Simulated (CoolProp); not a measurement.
Ammonia at several states: Z from the reference equation and from simpler models built on Tc = 405.6 K, pc = 11.36 MPa, ω = 0.256; each cubic takes its own stable root.

Values from CoolProp's reference Helmholtz-energy equation of state, Gao 2020.

```
T (K)  p (MPa)   phase  reference  van der Waals  Redlich-Kwong  Soave-Redlich-Kwong  Peng-Robinson
-----  -------  ------  ---------  -------------  -------------  -------------------  -------------
323       12.1  liquid          …              …              …                    …         0.1493
222.6   0.0301     gas     0.9885         0.9969         0.9953               0.9947         0.9946
537.9     2.45     gas          …         0.9680         0.9685                    …              …
```

Task: Fill in the missing entries.

Result: 
- 323, reference: 0.1332
- 323, van der Waals: 0.2456
- 323, Redlich-Kwong: 0.1757
- 323, Soave-Redlich-Kwong: 0.1689
- 537.9, reference: 0.9718
- 537.9, Soave-Redlich-Kwong: 0.9747
- 537.9, Peng-Robinson: 0.9690
